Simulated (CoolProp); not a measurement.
A single-stage vapour-compression cycle with R1132(E): evaporating at 280.15 K (dew point), condensing at 338.15 K (bubble point), superheat 8 K, subcooling 5 K, compressor efficiency 0.8, no pressure losses. Each further row changes one setting.

Model: reference Helmholtz-energy equation of state, Akasaka 2024, in CoolProp.

```
case                              cooling COP  pressure ratio  discharge temperature (K)  refrigerating effect (kJ/kg)  volumetric capacity (kJ/m³)
--------------------------------  -----------  --------------  -------------------------  ----------------------------  ---------------------------
as stated                                   …            4.12                      374.6                           145                         4570
evaporating temperature 285.15 K         2.81            3.57                      371.8                             …                            …
condensing temperature 333.15 K          2.87               …                          …                           156                            …
subcooling 10 K                          2.67            4.12                      374.6                           157                         4970
superheat 18 K                           2.49            4.12                      384.7                           156                         4660
compressor efficiency 0.7                2.15            4.12                          …                           145                         4570
```

Question: Complete the blanks.

Answer: 
- as stated, cooling COP: 2.46
- evaporating temperature 285.15 K, refrigerating effect (kJ/kg): 147
- evaporating temperature 285.15 K, volumetric capacity (kJ/m³): 5370
- condensing temperature 333.15 K, pressure ratio: 3.71
- condensing temperature 333.15 K, discharge temperature (K): 367.5
- condensing temperature 333.15 K, volumetric capacity (kJ/m³): 4940
- compressor efficiency 0.7, discharge temperature (K): 380.2
